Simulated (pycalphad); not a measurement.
CALPHAD calculation (pycalphad, COST 507 light-alloy database (1999)), 1 atm. No gas phase is included, though pure Mg would boil below 1377 °C. The database dates from 1999; later assessments differ in places, in temperatures and in the compounds included. Not assessed as a whole: an extrapolation from subsystems, which can miss ternary compounds. Diffusion is slow at the low end, where real alloys seldom reach equilibrium.

Molar enthalpy of Mg-2.28Si-25.56Y (at.%) in equilibrium (SER reference):

```tsv
T (°C)	H (kJ/mol)	phases
1377	44.89	liquid
1337	43.44	liquid
1297	41.60	liquid + SI3Y5
1217	37.29	liquid + SI3Y5
1137	33.59	liquid + SI3Y5
1057	30.28	liquid + SI3Y5
977	27.21	liquid + SI3Y5
897	24.28	liquid + SI3Y5
817	21.43	liquid + SI3Y5
737	16.98	liquid + MG2Y + SI3Y5
657	10.64	liquid + MG2Y + SI3Y5
577	1.92	MG24Y5 + MG2Y + SI3Y5
537	0.68	MG24Y5 + MG2Y + SI3Y5
497	-0.54	MG24Y5 + MG2Y + SI3Y5
417	-2.92	MG24Y5 + MG2Y + SI3Y5
337	-5.23	MG24Y5 + MG2Y + SI3Y5
257	-7.48	MG24Y5 + MG2Y + SI3Y5
177	-9.66	MG24Y5 + MG2Y + SI3Y5
97	-11.78	MG24Y5 + MG2Y + SI3Y5
```

Cooling from 1337 °C to 577 °C, across the freezing range, releases 41.5 kJ/mol, or 1010 J/g. The slope is 36 J/(mol K) in the liquid and 31 J/(mol K) just below the solidus, where it includes any heat of precipitation. Liquidus 1313 °C, solidus 616 °C. Changes were sought between steps of 40 K, so a narrower field can be missed.

Database names, with the compositions (at.%) that they take in these runs: SI3Y5: Y 62 Si 37; MG2Y: Mg 67 Y 33; MG24Y5: Mg 83 Y 16.
